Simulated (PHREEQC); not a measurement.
Synthetic water in mg/kgw, 85 °C, pH 6.31, pe 9.5:

```tsv
constituent	mg/kgw
Na	0.00506
K	0.00126
Ca	0.023
Mg	0.00102
Cl	0.0167
S(6) as SO4	0.0253
Alkalinity as HCO3	0.0315
Cd	2.94e-05
```

Valence states are taken as typed.

All values are PHREEQC results (ion-association model, phreeqc.dat), not measurements.

```
Property                       Result
--------------------  ---------------
ionic strength        2.87e-6 mol/kgw
charge-balance error           -0.7 %
```

| species | molality | activity | log γ |
|---|---|---|---|
| OH- | 6.55e-7 | 6.54e-7 | -0.001 |
| Ca+2 | 5.74e-7 | 5.69e-7 | -0.004 |
| O2 | 5.15e-7 | 5.15e-7 | 0.000 |
| H+ | 4.91e-7 | 4.90e-7 | -0.001 |
| Cl- | 4.71e-7 | 4.70e-7 | -0.001 |
| CO2 | 3.91e-7 | 3.91e-7 | 0.000 |
| HCO3- | 3.52e-7 | 3.51e-7 | -0.001 |
| SO4-2 | 2.63e-7 | 2.61e-7 | -0.004 |
| Na+ | 2.20e-7 | 2.20e-7 | -0.001 |
| Mg+2 | 4.19e-8 | 4.15e-8 | -0.004 |
| K+ | 3.22e-8 | 3.22e-8 | -0.001 |

No solid was allowed to form. At this temperature some constants are extrapolated from 25 °C, and those without enthalpy data are left unchanged.
